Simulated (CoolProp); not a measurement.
A simple Rankine cycle with cyclopentane: condensing at 324.15 K, boiler at 3.29 MPa, turbine inlet 493 K, turbine efficiency 0.65, pump efficiency 0.8, no recuperator. Each further row changes one setting.

Values from CoolProp's reference Helmholtz-energy equation of state, Gedanitz 2015.

```tsv
case	thermal efficiency (%)	net work (kJ/kg)	heat in (kJ/kg)	turbine exit temperature (K)	volume ratio over the turbine
as stated	15.3	90.8	595	400.2	41.1
turbine inlet 513 K	15.3	100.0	654	428.3	37.0
condensing temperature 316.15 K	16.1	98.2	610	395.5	53.3
boiler pressure 2.3 MPa	14.3	90.7	633	421.8	23.8
turbine efficiency 0.55	12.8	76.0	595	408.8	42.1
```
